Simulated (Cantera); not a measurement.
An adiabatic, constant-volume homogeneous reactor starts with CO : H2 : O2 : N2 = 1 : 0.26 : 0.863 : 6.04 (molar parts), equivalence ratio 0.73, at 1725 K and 750 Torr.

Cantera simulation using GRI-Mech 3.0 (53 species, 325 reactions); the numbers are that mechanism's predictions, not measurements.

### Question
Predict: time of steepest temperature rise; temperature at 0.300 s; equilibrium temperature; x(CO) at 0.300 s; x(H2) at 0.300 s; x(O2) at 0.300 s; x(NO2) at 0.300 s; x(H2O) at 0.300 s.

### Answer
```
Property                                                            Result
---------------------------------  ---------------------------------------
time of steepest temperature rise                                  21.3 µs
temperature at 0.300 s                                              2676 K
equilibrium temperature                                             2676 K
x(CO) at 0.300 s                     0.0353 (gas-phase equilibrium 0.0353)
x(H2) at 0.300 s                   0.00155 (gas-phase equilibrium 0.00155)
x(O2) at 0.300 s                     0.0380 (gas-phase equilibrium 0.0380)
x(NO2) at 0.300 s                  5.01e-6 (gas-phase equilibrium 5.01e-6)
x(H2O) at 0.300 s                    0.0275 (gas-phase equilibrium 0.0275)
```
